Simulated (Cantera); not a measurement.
## Thermodynamics of carbothermic reduction, feed Ta₂O₅ + CO + H₂

Input: 1 mol Ta₂O₅, 1.2 mol CO, 9.2 mol H₂, at 75.0 Torr.

Method: chemical equilibrium by Gibbs-energy minimisation in Cantera with the NASA 1993 tables (ideal gas, pure condensed phases). Candidate condensed phases: C, C₆H₆, C₇H₈, C₈H₁₈, H₂O, Ta, TaC, Ta₂O₅; 113 gas species. Mutual solubility and eutectic melting of coexisting phases are not modelled. TaC: taken at fixed stoichiometry. Condensed phases not in the tables: Ta₂C, N, O or C dissolved in the metal. The numbers say what is thermodynamically allowed, not how fast it happens.

From 1198 K to 1998 K the condensed part is TaC(s) + Ta₂O₅(s). At 2098 K the condensed part is TaC(s) + Ta₂O₅(l). From 2198 K to 2298 K the condensed part is Ta(s) + Ta₂O₅(l).

```tsv
T (K)	x H₂	x CO	x H	x H₂O	x TaO₂	x CH₄	n TaC(s)	n Ta₂O₅(s)	n Ta₂O₅(l)	n Ta(s)
1198	0.884	0.115	5.65e-7	0.000726	<1e-12	0.000465	0.000977	1.000	0	0
1298	0.884	0.115	3.19e-6	0.000919	<1e-12	6.40e-5	0.00274	0.999	0	0
1398	0.884	0.115	1.41e-5	0.00112	<1e-12	1.17e-5	0.00349	0.998	0	0
1498	0.884	0.115	5.11e-5	0.00132	1.95e-11	2.71e-6	0.00412	0.998	0	0
1598	0.883	0.115	0.000158	0.00152	5.14e-10	7.58e-7	0.00472	0.998	0	0
1698	0.883	0.115	0.000430	0.00172	9.12e-9	2.47e-7	0.00531	0.997	0	0
1798	0.882	0.115	0.00105	0.00191	1.16e-7	9.18e-8	0.00588	0.997	0	0
1898	0.881	0.115	0.00232	0.00210	1.12e-6	3.80e-8	0.00643	0.997	0	0
1998	0.878	0.114	0.00475	0.00227	8.51e-6	1.72e-8	0.00694	0.996	0	0
2098	0.874	0.114	0.00910	0.00239	4.99e-5	8.57e-9	0.00720	0	0.996	0
2198	0.866	0.114	0.0164	0.00316	0.000198	3.56e-9	0	0	0.992	0.0130
2298	0.853	0.114	0.0280	0.00412	0.000683	1.55e-9	0	0	0.988	0.0155
```
x: gas mole fraction; n: condensed amount in mol.
